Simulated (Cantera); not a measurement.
**Equilibrium for silicon oxide and oxynitride deposition: SiCl4 + H2O + H2**

A closed system holds: 1 mol SiCl4, 13 mol H2O, 11 mol H2, held at 800 K and 0.0133 bar.

These are equilibrium values from Cantera (NASA tables, ideal gas, pure condensed phases), not measurements of a reactor. Candidate condensed phases: H2O, Si, SiO2; 30 gas species. Equilibrium is a limit: real reactors are often held back by kinetics, nucleation or transport.

The x(H2) comes out as 0.423, the x(H2O) comes out as 0.423 and the x(HCl) is 0.154. The n(SiO2(α-quartz)) comes out as 1.00 mol, the gas amount is 26.00 mol and the log10 activity of Si(s) (absent) is -23.40.
